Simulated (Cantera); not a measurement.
What does this Cantera script print?

```python
import numpy as np
import cantera as ct

gas = ct.Solution("gri30.yaml")
gas.TPX = 1000, 56000, {'CH4': 0.0096, 'O2': 0.051, 'N2': 1}
reactor = ct.IdealGasConstPressureReactor(gas, energy="off", clone=False)
net = ct.ReactorNet([reactor])
net.rtol, net.atol = 1e-08, 1e-18
show = ['CH4', 'O2', 'NO', 'C2H4', 'H2O2', 'CH3', 'OH']
times = np.geomspace(2e-05, 40, 12)

steps = ct.SolutionArray(gas, extra=["t"])
rows = []
print(f"{'t/s':>10s}{'T/K':>9s}{'P/Pa':>11s}" + "".join(f"{s:>11s}" for s in show))
for t in times:
    while net.time < t:
        t_next = net.step()
        steps.append(gas.state, t=t_next)
    rows.append([np.interp(t, steps.t, y) for y in (steps.T, steps.P, *steps(*show).X.T)])
    print(f"{t:10.3e}{rows[-1][0]:9.1f}{rows[-1][1]:11.4g}" + "".join(f"{x:11.3e}" for x in rows[-1][2:]))
rate = np.gradient(steps.T, steps.t)
print("integrator steps:", len(steps.t))
if steps.T.max() > steps.T[0] + 200:
    print(f"time of steepest temperature rise: {steps.t[rate.argmax()]:.4e} s")
gas.TPX = 1000, 56000, {'CH4': 0.0096, 'O2': 0.051, 'N2': 1}
gas.equilibrate("TP")
print(f"equilibrium (TP): T = {gas.T:.1f} K  " + "  ".join(f"{s} {gas[s].X[0]:.3e}" for s in show))
```

Result:

```
       t/s      T/K       P/Pa        CH4         O2         NO       C2H4       H2O2        CH3         OH
 2.000e-05   1000.0    5.6e+04  9.051e-03  4.809e-02  9.541e-29  3.357e-24  8.320e-17  2.345e-12  7.303e-16
 7.479e-05   1000.0    5.6e+04  9.051e-03  4.809e-02  3.200e-27  4.211e-22  1.163e-15  8.777e-12  4.050e-15
 2.797e-04   1000.0    5.6e+04  9.051e-03  4.809e-02  4.438e-26  3.560e-20  1.612e-14  3.288e-11  1.419e-14
 1.046e-03   1000.0    5.6e+04  9.051e-03  4.809e-02  4.725e-25  2.224e-18  2.217e-13  1.235e-10  5.103e-14
 3.911e-03   1000.0    5.6e+04  9.051e-03  4.809e-02  5.884e-24  1.239e-16  2.901e-12  4.696e-10  1.955e-13
 1.463e-02   1000.0    5.6e+04  9.051e-03  4.809e-02  8.386e-23  7.264e-15  3.242e-11  1.882e-09  8.262e-13
 5.470e-02   1000.0    5.6e+04  9.051e-03  4.809e-02  1.486e-21  5.958e-13  2.334e-10  9.425e-09  4.438e-12
 2.045e-01   1000.0    5.6e+04  9.051e-03  4.809e-02  4.437e-20  1.173e-10  6.918e-10  7.111e-08  3.412e-11
 7.649e-01   1000.0    5.6e+04  9.048e-03  4.808e-02  6.739e-19  4.461e-09  1.318e-09  1.407e-07  7.488e-11
 2.860e+00   1000.0    5.6e+04  9.016e-03  4.806e-02  1.341e-17  1.522e-07  8.445e-09  3.144e-07  2.920e-10
 1.070e+01   1000.0    5.6e+04 -4.397e-19  2.998e-02  2.126e-09  1.005e-27  9.381e-10  5.475e-19  4.217e-07
 4.000e+01   1000.0    5.6e+04 -6.458e-20  2.998e-02  2.658e-09  4.012e-29  3.208e-11 -9.002e-22  7.737e-08
integrator steps: 2716
equilibrium (TP): T = 1000.0 K  CH4 5.062e-45  O2 2.998e-02  NO 1.300e-05  C2H4 1.991e-71  H2O2 6.605e-12  CH3 7.614e-47  OH 3.487e-08
```

Model: GRI-Mech 3.0 (53 species, 325 reactions), integrated in Cantera. The temperature is held fixed by assumption; the heat of reaction is taken as removed at once.
